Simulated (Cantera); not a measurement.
## Equilibrium for carbon deposition, reforming and gasification: toluene + H₂O

Input: 1 mol toluene, 0.1 mol H₂O, at 1.40 bar.

These are equilibrium values from Cantera (NASA tables, ideal gas, pure condensed phases), not measurements of a reactor. Candidate condensed phases: C, C₆H₆, C₇H₈, C₈H₁₈, H₂O; 110 gas species. The numbers say what is thermodynamically allowed, not how fast it happens.

From 450 °C to 1425 °C the condensed part is C(graphite). The main C-bearing gas is CH₄ at 450 °C and CO at 1425 °C.

```csv
T (°C),log p H₂,log p CH₄,log p H₂O,log p CO,log p CO₂,log p H,n C(graphite)
450,-0.38,-0.03,-1.26,-3.19,-3.19,<-11,5.36
525,-0.16,-0.18,-1.34,-2.57,-3.11,-11.65,5.68
600,-0.02,-0.39,-1.47,-2.08,-3.10,-10.34,6.05
675,0.06,-0.65,-1.70,-1.74,-3.24,-9.25,6.38
750,0.10,-0.93,-2.04,-1.57,-3.59,-8.34,6.60
825,0.11,-1.21,-2.43,-1.51,-4.06,-7.55,6.73
900,0.12,-1.46,-2.81,-1.49,-4.53,-6.87,6.80
975,0.13,-1.69,-3.16,-1.48,-4.97,-6.27,6.84
1050,0.13,-1.90,-3.48,-1.48,-5.36,-5.73,6.86
1125,0.13,-2.09,-3.77,-1.48,-5.71,-5.26,6.88
1200,0.13,-2.26,-4.02,-1.48,-6.03,-4.83,6.88
1275,0.13,-2.42,-4.25,-1.48,-6.31,-4.44,6.89
1350,0.13,-2.56,-4.46,-1.48,-6.57,-4.09,6.89
1425,0.13,-2.69,-4.65,-1.48,-6.80,-3.77,6.89
```
log p: log10 of the partial pressure in bar; n: condensed amount in mol.
